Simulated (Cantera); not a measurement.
An isothermal, constant-pressure homogeneous reactor starts with H2 : O2 : N2 = 0.5 : 1 : 0.14 (molar parts), at 1400 K and 150 Pa. Integrator tolerance rtol = 1e-08.

Detailed kinetics in Cantera: GRI-Mech 3.0 (53 species, 325 reactions). Radical loss at walls, strong at low pressure, is not modelled. The temperature is held fixed by assumption; the heat of reaction is taken as removed at once.

What does this change do: temperature 1400 to 975 K?


| quantity | before | after |
|---|---|---|
| x(H2) at 40.0 s | 3.03e-5 (gas-phase equilibrium 5.75e-6) | 8.47e-7 (gas-phase equilibrium 5.18e-10) |
| x(O2) at 40.0 s | 0.539 (gas-phase equilibrium 0.539) | 0.540 (gas-phase equilibrium 0.540) |
| x(NO2) at 40.0 s | 3.39e-10 (gas-phase equilibrium 1.91e-7) | 4.76e-10 (gas-phase equilibrium 5.41e-8) |
| x(HO2) at 40.0 s | 4.99e-8 (gas-phase equilibrium 6.84e-8) | 1.52e-8 (gas-phase equilibrium 4.68e-10) |
| x(H) at 40.0 s | 3.66e-6 (gas-phase equilibrium 3.03e-7) | 4.20e-8 (gas-phase equilibrium <1e-12) |
| x(OH) at 40.0 s | 0.000864 (gas-phase equilibrium 0.000377) | 3.39e-5 (gas-phase equilibrium 8.53e-7) |
| x(NO) at 40.0 s | 2.72e-6 (gas-phase equilibrium 0.000417) | 3.04e-7 (gas-phase equilibrium 1.36e-5) |

What does this change do: pressure from 150 Pa to 120 Pa?


```
quantity                                             before                                     after
----------------  -----------------------------------------  ----------------------------------------
x(H2) at 40.0 s     3.03e-5 (gas-phase equilibrium 5.75e-6)   6.25e-5 (gas-phase equilibrium 6.43e-6)
x(O2) at 40.0 s         0.539 (gas-phase equilibrium 0.539)       0.539 (gas-phase equilibrium 0.539)
x(NO2) at 40.0 s   3.39e-10 (gas-phase equilibrium 1.91e-7)  1.99e-10 (gas-phase equilibrium 1.71e-7)
x(HO2) at 40.0 s    4.99e-8 (gas-phase equilibrium 6.84e-8)   5.24e-8 (gas-phase equilibrium 6.47e-8)
x(H) at 40.0 s      3.66e-6 (gas-phase equilibrium 3.03e-7)   1.09e-5 (gas-phase equilibrium 3.58e-7)
x(OH) at 40.0 s   0.000864 (gas-phase equilibrium 0.000377)  0.00124 (gas-phase equilibrium 0.000398)
x(NO) at 40.0 s    2.72e-6 (gas-phase equilibrium 0.000417)  2.74e-6 (gas-phase equilibrium 0.000417)
```

What does this change do: pressure from 150 Pa to 600 Pa?


```
quantity                                             before                                      after
----------------  -----------------------------------------  -----------------------------------------
x(H2) at 40.0 s     3.03e-5 (gas-phase equilibrium 5.75e-6)    2.88e-6 (gas-phase equilibrium 2.87e-6)
x(O2) at 40.0 s         0.539 (gas-phase equilibrium 0.539)        0.539 (gas-phase equilibrium 0.539)
x(NO2) at 40.0 s   3.39e-10 (gas-phase equilibrium 1.91e-7)    2.43e-9 (gas-phase equilibrium 3.83e-7)
x(HO2) at 40.0 s    4.99e-8 (gas-phase equilibrium 6.84e-8)    9.67e-8 (gas-phase equilibrium 9.67e-8)
x(H) at 40.0 s      3.66e-6 (gas-phase equilibrium 3.03e-7)    1.08e-7 (gas-phase equilibrium 1.07e-7)
x(OH) at 40.0 s   0.000864 (gas-phase equilibrium 0.000377)  0.000267 (gas-phase equilibrium 0.000266)
x(NO) at 40.0 s    2.72e-6 (gas-phase equilibrium 0.000417)   2.65e-6 (gas-phase equilibrium 0.000417)
```
